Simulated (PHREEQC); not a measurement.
Consider water at 25 °C with 4 mmol/kgw Ni(NO3)2, 0.18 mmol/kgw Na2SO4 and 0.11 mmol/kgw H2SO4. Closed to the air; pH follows from the charge balance.

All values are PHREEQC results (ion-association model, wateq4f.dat), not measurements.

| quantity | before | after |
|---|---|---|
| pH | 3.71 | 3.53 |
| HSO4- (mol/kgw) | 3.00e-6 | 5.31e-6 |
| NaSO4- (mol/kgw) | 2.52e-7 | 2.98e-7 |
| SI of Mirabilite (Na2SO4:10H2O) | -9.73 | -9.65 |

**Question.** Which change was made?
(A) temperature from 25 to 45 °C
(B) diluted 10-fold with water
(C) Ni(NO3)2 left out
(D) H2SO4 from 0.00011 to 0.000165 mol/kgw

**Answer.** D, H2SO4 from 0.00011 to 0.000165 mol/kgw

No solid was allowed to form.
